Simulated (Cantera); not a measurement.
Charge: 1 mol SiCl4, 0.59 mol HCl, 18 mol N2, at 1325 °C and 9600 Pa.

Equilibrium computed with Cantera from the NASA thermochemical tables; the gas is ideal and each condensed phase is pure. Candidate condensed phases: NH4Cl, Si, Si3N4; 28 gas species. The tables' values for SiCl3 are old estimates; treat these amounts as uncertain. Rates play no part.

Base state: N2 0.916, SiCl4 0.0483, HCl 0.0300, Cl 0.00271, SiCl3 0.00229, SiCl2 0.000268, Cl2 5.99e-5 (mole fractions); condensed: gas only.

Question: What changes in the equilibrium state with this change: temperature from 1325 °C to 1425 °C?

Answer: 
| species | before | after |
|---|---|---|
| N2 | 0.916 | 0.913 |
| SiCl4 | 0.0483 | 0.0448 |
| HCl | 0.0300 | 0.0299 |
| Cl | 0.00271 | 0.00672 |
| SiCl2 | 0.000268 | 0.00105 |
| SiCl3 | 0.00229 | 0.00487 |
| Cl2 | 5.99e-5 | 0.000120 |
